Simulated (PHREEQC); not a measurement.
Dissolve 0.0084 mol/kgw Na2S and 0.0002 mol/kgw H3BO3 at 13 °C. Closed to the air; pH follows from the charge balance.

Equilibrium calculation in PHREEQC: ion-association model, wateq4f.dat.

| Quantity | Result |
|---|---|
| pH | 12.22 |
| ionic strength | 0.0177 mol/kgw |
| total alkalinity | 16.8 meq/kg |

```
species  molality  activity   log γ
-------  --------  --------  ------
Na+        0.0168    0.0148  -0.055
HS-       0.00747   0.00654  -0.058
OH-       0.00727   0.00636  -0.058
S-2      0.000930  0.000562  -0.219
H2BO3-   0.000200  0.000174  -0.060
H3BO3     2.26e-7   2.27e-7   0.002
H2S       5.09e-8   5.11e-8   0.002
```

No solid was allowed to form. With this much S-2 the pH rests on the database's HS-/S-2 constant; if that pK is higher, the solution is more alkaline. At this temperature some constants are extrapolated from 25 °C, and those without enthalpy data are left unchanged. The database's pK near 12.9 for HS-/S-2 is now thought far too low, so its S-2 is overstated. The polysulfide entries of wateq4f.dat were taken out for this run.
